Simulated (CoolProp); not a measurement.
Vapour-liquid equilibrium of 1-butene (1) + acetone (2) at 361.7 K; x and y are mole fractions of (1).

Model: multi-fluid Helmholtz-energy mixture model, Lemmon 2005 and Lemmon 2006; pair parameters Bell 2016, in CoolProp.

| x | bubble pressure (MPa) | y at the bubble point | dew pressure at overall composition x (MPa) | liquid density (mol/L) |
|---|---|---|---|---|
| 0.05 | 0.3912 | 0.308 | [?] | 12.01 |
| 0.125 | 0.5495 | 0.523 | 0.3128 | 11.71 |
| 0.2 | 0.6858 | 0.632 | 0.3410 | 11.42 |
| 0.275 | 0.8009 | 0.698 | 0.3744 | [?] |
| 0.35 | 0.8972 | 0.742 | 0.4147 | 10.85 |
| 0.425 | 0.9783 | 0.775 | 0.4643 | 10.57 |
| 0.5 | 1.048 | 0.802 | 0.5267 | 10.30 |
| 0.575 | [?] | 0.826 | [?] | [?] |
| 0.65 | 1.168 | 0.849 | 0.7140 | 9.780 |
| 0.725 | 1.224 | 0.873 | 0.8578 | 9.539 |
| 0.8 | [?] | 0.899 | 1.042 | 9.315 |
| 0.875 | 1.335 | 0.931 | 1.229 | 9.109 |
| 0.95 | 1.391 | [?] | 1.365 | 8.927 |

### Question
Fill in the missing entries.

### Answer

- 0.05, dew pressure at overall composition x (MPa): 0.2887
- 0.275, liquid density (mol/L): 11.13
- 0.575, bubble pressure (MPa): 1.110
- 0.575, dew pressure at overall composition x (MPa): 0.6072
- 0.575, liquid density (mol/L): 10.03
- 0.8, bubble pressure (MPa): 1.279
- 0.95, y at the bubble point: 0.969

No azeotrope shows between x = 0.05 and 0.95.

Pair parameters are fitted to limited data, so mixtures are less certain than the pure fluids.
